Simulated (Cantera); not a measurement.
Mixture: CH4 : CO : O2 : N2 : H2O = 1 : 0.12 : 1.87 : 7.04 : 1.4 (molar parts), equivalence ratio 1.1, at 19.7 atm, adiabatic and at constant pressure. Ignition delay is the time to a rise of 400 K.

Computed with Cantera and GRI-Mech 3.0 (53 species, 325 reactions). The pressure lies above the range GRI-Mech 3.0 was tuned for (to about 10 atm).

**Question.** What does this change do: constant volume in place of constant pressure?

**Answer.** 
```
quantity                                                before       after
--------------------------------------------------  ----------  ----------
delay at 1150 K                                        5.67 ms     5.45 ms
delay at 1350 K                                       0.541 ms    0.507 ms
delay at 1550 K                                        83.0 µs     76.4 µs
delay at 1750 K                                        15.6 µs     14.2 µs
apparent activation energy between 1650 and 1850 K  200 kJ/mol  200 kJ/mol
```
